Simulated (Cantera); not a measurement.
Feed: 1 mol SrCl₂, 260 mol H₂, at 0.00360 Torr.

Equilibrium computed with Cantera from the NASA thermochemical tables; the gas is ideal and each condensed phase is pure. Candidate condensed phases: Sr, SrCl₂; 8 gas species. Rates play no part.

Question: At 2123 K, list the 4 most abundant gas species with their mole fractions, and the condensed phases.

Answer: H 0.771, H₂ 0.222, Cl 0.00335, Sr 0.00232. Condensed: gas only.
